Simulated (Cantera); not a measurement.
Feed: 1 mol Fe₂O₃, 0.97 mol Cl₂, 0.33 mol N₂, equilibrated at 952 °C and 1 atm.

Cantera equilibrium calculation (NASA polynomials, part measured and part estimated; ideal gas, pure solids and liquids). Candidate condensed phases: Fe, FeCl₂, FeCl₃, FeO, Fe₂O₃, Fe₃O₄; 19 gas species. Equilibrium is a limit: real reactors are often held back by kinetics, nucleation or transport.

Base state: Cl₂ 0.485, N₂ 0.243, FeCl₃ 0.142, O₂ 0.116, FeCl₂ 0.00825, Cl 0.00422, Fe₂Cl₆ 0.00206, NO 9.72e-5 (mole fractions); condensed: Fe₂O₃(s).

Q: What changes in the equilibrium state with this change: temperature from 952 °C to 1052 °C?

A: 
| species | before | after |
|---|---|---|
| Cl₂ | 0.485 | 0.362 |
| N₂ | 0.243 | 0.235 |
| FeCl₃ | 0.142 | 0.193 |
| O₂ | 0.116 | 0.169 |
| FeCl₂ | 0.00825 | 0.0295 |
| Fe₂Cl₄ | 3.40e-5 | 0.000153 |
| NO | 9.72e-5 | 0.000228 |
| ClO | 5.42e-5 | 0.000121 |
| Fe₂O₃(s), mol | 0.895 | 0.841 |

Q: What changes in the equilibrium state with this change: pressure from 1 atm to 0.0133 bar?

A: 
```csv
species,before,after
Cl₂,0.485,0.313
N₂,0.243,0.222
O₂,0.116,0.186
FeCl₂,0.00825,0.0960
Cl,0.00422,0.0296
FeCl₃,0.142,0.152
Fe₂Cl₆,0.00206,3.13e-5
Fe₂Cl₄,3.40e-5,6.06e-5
NO,9.72e-5,0.000118
ClO,5.42e-5,5.54e-5
"Fe₂O₃(s), mol",0.895,0.815
```
